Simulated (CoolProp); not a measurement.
Vapour pressure (kPa) of R1234yf: the reference equation beside estimates from Tc = 367.8 K, pc = 3384 kPa, ω = 0.276.

Computed with CoolProp (reference Helmholtz-energy equation of state, Lemmon 2022).

```
T (K)  reference  Lee-Kesler  van der Waals  Redlich-Kwong  Soave-Redlich-Kwong  Peng-Robinson
-----  ---------  ----------  -------------  -------------  -------------------  -------------
282.1      423.4       426.6           1064          611.4                427.3          422.6
286        478.1       481.8           1135          677.0                483.1          477.4
289.9      537.9       542.2           1210          747.4                544.1          537.4
293.8      603.1       608.0           1288          822.7                610.7          602.9
297.7      674.1       679.4           1368          903.1                683.3          674.4
301.6      751.2       757.0           1452          988.7                762.1          752.0
305.5      834.7       840.8           1539           1080                847.5          836.1
309.4      925.0       931.3           1629           1176                939.7          927.2
313.3       1022        1029           1723           1279                 1039           1025
```

Absolute difference from the reference over all 9 rows, mean and median: Lee-Kesler 0.8 and 0.8 %, van der Waals 105.8 and 102.9 %, Redlich-Kwong 34.3 and 34.0 %, Soave-Redlich-Kwong 1.3 and 1.4 %, Peng-Robinson 0.1 and 0.1 %.
